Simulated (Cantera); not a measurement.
Charge: 1 mol TiCl4, 1.2 mol CH4, at 1177 °C and 0.00133 bar.

These are equilibrium values from Cantera (NASA tables, ideal gas, pure condensed phases), not measurements of a reactor. Candidate condensed phases: C, C6H6, C7H8, C8H18, Ti, TiC, TiCl2, TiCl3, TiCl4; 96 gas species. The tables' values for TiCl2 are old estimates; treat these amounts as uncertain. TiC: taken at fixed stoichiometry. Equilibrium is a limit: real reactors are often held back by kinetics, nucleation or transport.

Base state: HCl 0.716, H2 0.211, TiCl3 0.0577, TiCl4 0.0145, TiCl2 0.000361, Cl 0.000329, H 0.000119 (mole fractions); condensed: C(graphite) + TiC(s).

Task: What changes in the equilibrium state with this change: temperature from 1177 °C to 802 °C?

Result: 
```json
[
 {"species": "H2", "before": "0.211", "after": "0.418"},
 {"species": "HCl", "before": "0.716", "after": "0.417"},
 {"species": "TiCl4", "before": "0.0145", "after": "0.132"},
 {"species": "TiCl3", "before": "0.0577", "after": "0.0331"},
 {"species": "Cl", "before": "0.000329", "after": "2.34e-7"},
 {"species": "H", "before": "0.000119", "after": "2.60e-7"},
 {"species": "TiCl2", "before": "0.000361", "after": "1.38e-6"},
 {"species": "CH4", "before": "1.96e-7", "after": "1.05e-5"},
 {"species": "C(graphite), mol", "before": "0.506", "after": "0.832"},
 {"species": "TiC(s), mol", "before": "0.694", "after": "0.368"}
]
```
